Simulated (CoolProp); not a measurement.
Octamethylcyclotetrasiloxane (D4) along the isotherm 63.75 °C: Z from the reference equation and from simpler models built on Tc = 313.4 °C, pc = 13.47 bar, ω = 0.598; each cubic takes its own stable root.

The numbers come from the reference Helmholtz-energy equation of state, Thol 2015 in CoolProp.

```json
[
 {"p (bar)": "8.42", "phase": "liquid", "reference": "0.09823"},
 {"p (bar)": "16.8", "phase": "liquid", "reference": "0.1956"},
 {"p (bar)": "25.3", "phase": "liquid", "reference": "0.2941"},
 {"p (bar)": "33.7", "phase": "liquid", "reference": "0.3911"},
 {"p (bar)": "42.1", "phase": "liquid", "reference": "0.4878"},
 {"p (bar)": "50.5", "phase": "liquid", "reference": "0.5842"},
 {"p (bar)": "58.9", "phase": "liquid", "reference": "0.6803"},
 {"p (bar)": "67.4", "phase": "liquid", "reference": "0.7773"},
 {"p (bar)": "75.8", "phase": "liquid", "reference": "0.8728"},
 {"p (bar)": "84.2", "phase": "liquid", "reference": "0.9681"},
 {"p (bar)": "92.6", "phase": "liquid", "reference": "1.063"},
 {"p (bar)": "101", "phase": "liquid", "reference": "1.158"},
 {"p (bar)": "109", "phase": "liquid", "reference": "1.248"},
 {"p (bar)": "118", "phase": "liquid", "reference": "1.349"},
 {"p (bar)": "126", "phase": "liquid", "reference": "1.438"},
 {"p (bar)": "135", "phase": "liquid", "reference": "1.539"}
]
```

Task: How far does each simpler model (van der Waals, Redlich-Kwong, Soave-Redlich-Kwong) lie from the reference over these 16 states: mean and median of the absolute difference, and the worst?

Result: 
- van der Waals: mean 67.4 %, median 66.6 %, worst +74.6 % at 63.75 °C and 8.42 bar
- Redlich-Kwong: mean 16.4 %, median 16.1 %, worst +18.9 % at 63.75 °C and 8.42 bar
- Soave-Redlich-Kwong: mean 11.1 %, median 11.0 %, worst +11.7 % at 63.75 °C and 8.42 bar
